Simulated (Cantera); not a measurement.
Feed: 1 mol PbO, 0.67 mol H2O, 0.51 mol H2, at 1050 °C.

These are equilibrium values from Cantera (NASA tables, ideal gas, pure condensed phases), not measurements of a reactor. Candidate condensed phases: H2O, Pb, PbO, PbO2, Pb3O4; 12 gas species. Each liquid is taken as pure. Mutual solubility and eutectic melting of coexisting phases are not modelled. Gases not in the tables: (PbO)n polymers. The numbers say what is thermodynamically allowed, not how fast it happens.

Task: Which condensed phases are stable at each of these points (P (Pa)): 1000, 2200, 4600, 10000, 22000, 46000, 100000, 220000, 460000, 1000000?

Result: 
```csv
P (Pa),condensed phases,Pb condensed (%)
1000,PbO(l),37.0
2200,Pb(l) + PbO(l),72.3
4600,Pb(l) + PbO(l),88.2
10000,Pb(l) + PbO(l),94.8
22000,Pb(l) + PbO(l),97.7
46000,Pb(l) + PbO(l),98.9
100000,Pb(l) + PbO(l),99.5
220000,Pb(l) + PbO(l),99.8
460000,Pb(l) + PbO(l),99.9
1000000,Pb(l) + PbO(l),100.0
```

At 0.0100 bar the condensed part is PbO(l). From 0.0220 bar to 10.0 bar the condensed part is Pb(l) + PbO(l). The share of Pb in condensed phases is highest at 10.0 bar (100.0 %) and lowest at 0.0100 bar (37.0 %).
